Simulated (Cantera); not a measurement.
A closed system holds: 1 mol CCl4, 0.84 mol F2, 0.23 mol H2, held at 2575 K and 0.0473 Torr.

These are equilibrium values from Cantera (NASA tables, ideal gas, pure condensed phases), not measurements of a reactor. Candidate condensed phases: C, C6H6, C7H8, C8H18; 118 gas species. Equilibrium is a limit: real reactors are often held back by kinetics, nucleation or transport.

Question: What is the equilibrium state?

Answer: 
```json
{
 "x(Cl)": "0.670",
 "x(F)": "0.210",
 "x(HF)": "0.0621",
 "x(C3)": "0.0245",
 "x(H)": "0.0142",
 "x(CF)": "0.00859",
 "x(C)": "0.00719",
 "x(C2)": "0.00229",
 "x(HCl)": "0.000711",
 "n(C(graphite))": "0.436 mol",
 "gas_amount": "5.967 mol"
}
```
